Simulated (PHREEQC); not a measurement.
## Nickel, zinc or cadmium bath: an equilibrium model

Make-up at 20 °C: 0.012 mol ZnCl2, 0.061 mol Na2SO4 and 0.00018 mol NiCl2 per kg of water. Closed to the air; pH follows from the charge balance.

Equilibrium calculation in PHREEQC: ion-association model, wateq4f.dat.

Each row changes one thing in this solution. No solid was allowed to form.

```json
[
 {"case": "as made", "pH": "6.01", "ionic strength (mol/kgw)": "0.176", "Ni+2 (mol/kgw)": "9.91e-5", "NiCl+ (mol/kgw)": "1.87e-6"},
 {"case": "ZnCl2 left out", "pH": "7.19", "ionic strength (mol/kgw)": "0.165", "Ni+2 (mol/kgw)": "9.13e-5", "NiCl+ (mol/kgw)": "2.61e-8"},
 {"case": "diluted 100-fold with water", "pH": "6.55", "ionic strength (mol/kgw)": "0.00215", "Ni+2 (mol/kgw)": "1.67e-6", "NiCl+ (mol/kgw)": "8.35e-10"},
 {"case": "temperature from 20 to 70 °C", "pH": "5.59", "ionic strength (mol/kgw)": "…", "Ni+2 (mol/kgw)": "9.25e-5", "NiCl+ (mol/kgw)": "1.53e-6"},
 {"case": "NiCl2 from 0.00018 to 1.8e-05 mol/kgw", "pH": "6.02", "ionic strength (mol/kgw)": "0.176", "Ni+2 (mol/kgw)": "9.90e-6", "NiCl+ (mol/kgw)": "1.84e-7"},
 {"case": "Na2SO4 from 0.061 to 0.0122 mol/kgw", "pH": "5.70", "ionic strength (mol/kgw)": "0.0582", "Ni+2 (mol/kgw)": "…", "NiCl+ (mol/kgw)": "3.58e-6"},
 {"case": "Na2SO4 left out", "pH": "5.54", "ionic strength (mol/kgw)": "0.0359", "Ni+2 (mol/kgw)": "0.000174", "NiCl+ (mol/kgw)": "5.23e-6"},
 {"case": "Na2SO4 from 0.061 to 0.0305 mol/kgw", "pH": "5.86", "ionic strength (mol/kgw)": "0.101", "Ni+2 (mol/kgw)": "0.000114", "NiCl+ (mol/kgw)": "2.54e-6"},
 {"case": "0.023 mol/kgw H2SO4 added", "pH": "1.78", "ionic strength (mol/kgw)": "0.197", "Ni+2 (mol/kgw)": "0.000103", "NiCl+ (mol/kgw)": "…"}
]
```

Question: Complete the blanks.

Answer: 
- temperature from 20 to 70 °C, ionic strength (mol/kgw): 0.173
- Na2SO4 from 0.061 to 0.0122 mol/kgw, Ni+2 (mol/kgw): 0.000136
- 0.023 mol/kgw H2SO4 added, NiCl+ (mol/kgw): 1.89e-6

In wateq4f.dat the enthalpy of Ni(OH)2 has the wrong sign, so its saturation index can't be trusted away from 25 °C. At this temperature some constants are extrapolated from 25 °C, and those without enthalpy data are left unchanged.
